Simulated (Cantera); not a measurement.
An isothermal, constant-pressure homogeneous reactor starts with NH3 : H2 = 1 : 29 (molar parts), at 2375 K and 1.00 atm. Integrator tolerance rtol = 1e-08.

Cantera simulation using the gas-phase N/H chemistry of the illustrative SiF4/NH3 mechanism in the Surface Chemkin manual (1991); the numbers are that mechanism's predictions, not measurements. Walls and surfaces, which speed up NH3 decomposition in real reactors, are not modelled.

**Question.** What does this change do: temperature 2375 to 1525 K?

**Answer.** 
| quantity | before | after |
|---|---|---|
| x(NH3) at 80.0 s | 1.47e-6 (gas-phase equilibrium 1.47e-6) | 0.0309 (gas-phase equilibrium 7.12e-6) |
| x(H2) at 80.0 s | 0.970 (gas-phase equilibrium 0.970) | 0.968 (gas-phase equilibrium 0.984) |
| x(N2) at 80.0 s | 0.0160 (gas-phase equilibrium 0.0160) | 0.00120 (gas-phase equilibrium 0.0161) |
| x(N2H4) at 80.0 s | <1e-12 (gas-phase equilibrium <1e-12) | 2.14e-10 (gas-phase equilibrium <1e-12) |
| x(N) at 80.0 s | 1.08e-8 (gas-phase equilibrium 1.08e-8) | 6.11e-11 (gas-phase equilibrium <1e-12) |
| x(N2H2) at 80.0 s | <1e-12 (gas-phase equilibrium <1e-12) | 2.30e-10 (gas-phase equilibrium <1e-12) |
| x(NH2) at 80.0 s | 6.76e-8 (gas-phase equilibrium 6.76e-8) | 1.65e-6 (gas-phase equilibrium 3.82e-10) |

**Question.** What does this change do: temperature 2375 to 1550 K?

**Answer.** 
```json
[
 {"quantity": "x(NH3) at 80.0 s", "before": "1.47e-6 (gas-phase equilibrium 1.47e-6)", "after": "0.0290 (gas-phase equilibrium 6.63e-6)"},
 {"quantity": "x(H2) at 80.0 s", "before": "0.970 (gas-phase equilibrium 0.970)", "after": "0.969 (gas-phase equilibrium 0.984)"},
 {"quantity": "x(N2) at 80.0 s", "before": "0.0160 (gas-phase equilibrium 0.0160)", "after": "0.00211 (gas-phase equilibrium 0.0161)"},
 {"quantity": "x(N2H4) at 80.0 s", "before": "<1e-12 (gas-phase equilibrium <1e-12)", "after": "2.43e-10 (gas-phase equilibrium <1e-12)"},
 {"quantity": "x(N) at 80.0 s", "before": "1.08e-8 (gas-phase equilibrium 1.08e-8)", "after": "1.12e-10 (gas-phase equilibrium <1e-12)"},
 {"quantity": "x(N2H2) at 80.0 s", "before": "<1e-12 (gas-phase equilibrium <1e-12)", "after": "2.94e-10 (gas-phase equilibrium <1e-12)"},
 {"quantity": "x(NH2) at 80.0 s", "before": "6.76e-8 (gas-phase equilibrium 6.76e-8)", "after": "2.10e-6 (gas-phase equilibrium 4.83e-10)"}
]
```
